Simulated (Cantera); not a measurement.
Mixture: 8.42 % CH₄, 20.6 % O₂, 57.5 % N₂, 13.5 % H₂O, equivalence ratio 0.82, at 0.700 bar, adiabatic and at constant pressure. Ignition delay is the time to a rise of 400 K.

Cantera simulation using GRI-Mech 3.0 (53 species, 325 reactions); the numbers are that mechanism's predictions, not measurements.

### Question
Predict: delay at 1075 K; delay at 1150 K; delay at 1225 K; delay at 1300 K; delay at 1375 K; delay at 1450 K; apparent activation energy between 1300 and 1450 K.

### Answer
```
Quantity                                                 Value
--------------------------------------------------  ----------
delay at 1075 K                                        0.381 s
delay at 1150 K                                        0.121 s
delay at 1225 K                                        41.7 ms
delay at 1300 K                                        15.4 ms
delay at 1375 K                                        6.06 ms
delay at 1450 K                                        2.55 ms
apparent activation energy between 1300 and 1450 K  190 kJ/mol
```
